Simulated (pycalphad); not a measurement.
Source of the numbers: pycalphad with the COST 507 light-alloy database (1999); pressure 1 atm. The data set is of 1999 and partly superseded. The system is extrapolated from its subsystems; higher-order compounds may be missing. Phase fractions are per mole of atoms. Diffusion is slow at the low end, where real alloys seldom reach equilibrium.

### Question
Give the equilibrium state of Ti-0.08521Al-0.2402C (wt.%) at 750 K.

### Answer
hcp, fraction 0.978, with 0.09 Al, 0.04 C wt.%; fcc, fraction 0.022, with <0.01 Al, 12.4 C wt.%.

### Question
Give the equilibrium state of Ti-0.08521Al-0.2402C (wt.%) at 1250 K.

### Answer
bcc, fraction 0.986, with 0.09 Al, 0.12 C wt.%; fcc, fraction 0.014, with <0.01 Al, 11.6 C wt.%.

The fcc model also describes the rock-salt carbide or nitride (TiC, TiN, HfC).
